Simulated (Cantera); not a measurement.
Charge: 1 mol AlBr3, 0.62 mol H2O, 3.5 mol H2, at 0.00110 bar.

Cantera equilibrium calculation (NASA polynomials, part measured and part estimated; ideal gas, pure solids and liquids). Candidate condensed phases: Al, AlBr3, Al2O3, Br2, H2O; 25 gas species. The numbers say what is thermodynamically allowed, not how fast it happens.

log p: log10 of the partial pressure in bar; n: condensed amount in mol.

```csv
T (°C),log p H2,log p HBr,log p Br,log p AlBr3,log p AlBr,log p H,n Al2O3(s)
1027,-3.14,-3.60,-5.60,-3.92,-6.33,-7.53,0.207
1077,-3.14,-3.60,-5.37,-3.92,-5.82,-7.19,0.207
1127,-3.14,-3.59,-5.15,-3.94,-5.37,-6.89,0.207
1177,-3.15,-3.58,-4.94,-3.96,-4.99,-6.60,0.207
1227,-3.16,-3.56,-4.74,-4.01,-4.68,-6.33,0.207
1277,-3.18,-3.54,?,?,?,?,0.207
1327,-3.19,-3.52,-4.34,-4.23,-4.27,-5.86,0.207
1377,-3.21,-3.51,-4.17,-4.41,-4.15,-5.65,0.207
1427,-3.22,-3.52,-4.03,-4.66,-4.07,-5.44,0.207
1477,-3.23,-3.55,-3.91,-4.96,-4.03,-5.25,0.207
1527,-3.24,-3.59,?,?,-4.01,?,0.206
1577,-3.24,-3.64,-3.75,-5.66,-4.01,-4.89,0.206
```

What belongs in the gaps?


- 1527, log p Br: -3.82
- 1527, log p AlBr3: -5.29
- 1527, log p H: -5.06
- 1277, log p Br: -4.53
- 1277, log p AlBr3: -4.10
- 1277, log p AlBr: -4.44
- 1277, log p H: -6.09
